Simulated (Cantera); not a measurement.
Cantera run:

```python
import numpy as np
import cantera as ct

gas_names = """
    C CO CO2 C2 C2O C3 C3O2 C4 C5 O O2 O3 Si SiC SiC2 SiO SiO2 Si2 Si2C Si3
""".split()
cond_names = """
    C(gr) Si(cr) Si(L) SiC(b) SiO2(Lqz) SiO2(hqz) SiO2(L)
""".split()


# ... load() reads the species with a 1 bar reference pressure and builds the phases ...
atoms = {
    'Si': {'Si': 1},
    'CO2': {'C': 1, 'O': 2},
    'CO': {'C': 1, 'O': 1},
}
top_T = {'C(gr)': 4500, 'SiC(b)': 3050}  # K; cautious upper limits of use, not melting points


# ... equilibrate(T, P, feed) seeds the gas with the atoms and calls Mixture.equilibrate('TP', solver="vcs", rtol=1e-11, max_steps=5000) ...
results = []
feed = {'Si': 1, 'CO2': 0.056, 'CO': 9.2}  # mol
T = 1300  # K
P = 43  # Pa
mix = equilibrate(T, P, feed)
results.append((T, P, feed, dict(zip(mix.species_names, mix.species_moles))))
print(gas.report(threshold=1e-06))
for i in range(1, mix.n_phases):
    print(f"{mix.phase(i).name:16s} {mix.phase_moles(i):12.5e} mol")
```

Output:

```
       temperature   1300 K
          pressure   43 Pa
           density   0.0001115 kg/m^3
  mean mol. weight   28.027 kg/kmol
   phase of matter   gas

                          1 kg             1 kmol
                     ---------------   ---------------
          enthalpy       -2.8071e+06       -7.8674e+07  J
   internal energy       -3.1927e+06       -8.9483e+07  J
           entropy             10988        3.0795e+05  J/K
    Gibbs function       -1.7091e+07       -4.7902e+08  J
 heat capacity c_p            1229.6             34462  J/K
 heat capacity c_v            932.94             26147  J/K

                      mass frac. Y      mole frac. X     chem. pot. / RT
                     ---------------   ---------------   ---------------
                CO           0.99834           0.99895           -44.309
               CO2         4.145e-06        2.6397e-06            -86.51
               SiO         0.0016525         0.0010506           -52.092
     [  +17 minor]        3.6269e-10        3.5799e-10

C(gr)             0.00000e+00 mol
Si(cr)            0.00000e+00 mol
SiC(b)            6.44989e-01 mol
SiO2(hqz)         3.45955e-01 mol
```

Cantera equilibrium calculation (NASA polynomials, part measured and part estimated; ideal gas, pure solids and liquids). Mutual solubility and eutectic melting of coexisting phases are not modelled. The tables hold silica as quartz up to 1696 K and as liquid above; real silica turns to tridymite and cristobalite and melts near 1996 K.
